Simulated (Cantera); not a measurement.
Charge: 1 mol Ti(OiPr)4, 0.9 mol C3H8, 2.6 mol H2, equilibrated at 1725 °C and 1000 Pa.

Equilibrium computed with Cantera from the NASA thermochemical tables; the gas is ideal and each condensed phase is pure. Candidate condensed phases: C, C6H6, C7H8, C8H18, H2O, Ti, TiC, TiO, TiO2, Ti2O3, Ti3O5, Ti4O7; 113 gas species. The feed counts by its element totals alone. TiC: taken at fixed stoichiometry. Kinetics and transport are ignored.

Base state: H2 0.821, CO 0.164, H 0.0145, C2H2 (acetylene) 0.000622 (mole fractions); condensed: C(graphite) + TiC(s).

Question: What changes in the equilibrium state with this change: temperature from 1725 °C to 1277 °C?

Answer: 
| species | before | after |
|---|---|---|
| H2 | 0.821 | 0.834 |
| CO | 0.164 | 0.165 |
| H | 0.0145 | 0.000288 |
| C2H2 (acetylene) | 0.000622 | 1.34e-5 |
| CH4 | 2.87e-6 | 1.42e-5 |
| C(graphite), mol | 9.67 | 9.70 |
| TiC(s), mol | 1.000 | 1.00 |
